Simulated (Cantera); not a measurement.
An adiabatic, constant-volume homogeneous reactor starts with CH4 : H2 : O2 : N2 = 1 : 1.2 : 6.5 : 24.4 (molar parts), equivalence ratio 0.40, at 1275 K and 26000 Pa.

Computed with Cantera and GRI-Mech 3.0 (53 species, 325 reactions).

### Question
Predict: time of steepest temperature rise; temperature at 0.300 s; equilibrium temperature; x(H2) at 0.300 s; x(O2) at 0.300 s; x(H2O) at 0.300 s; x(CO2) at 0.300 s; x(NO2) at 0.300 s.

### Answer
| Item | Result |
|---|---|
| time of steepest temperature rise | 0.698 ms |
| temperature at 0.300 s | 2300 K |
| equilibrium temperature | 2299 K |
| x(H2) at 0.300 s | 0.000854 (gas-phase equilibrium 0.000849) |
| x(O2) at 0.300 s | 0.112 (gas-phase equilibrium 0.112) |
| x(H2O) at 0.300 s | 0.0933 (gas-phase equilibrium 0.0933) |
| x(CO2) at 0.300 s | 0.0291 (gas-phase equilibrium 0.0291) |
| x(NO2) at 0.300 s | 5.84e-6 (gas-phase equilibrium 6.18e-6) |
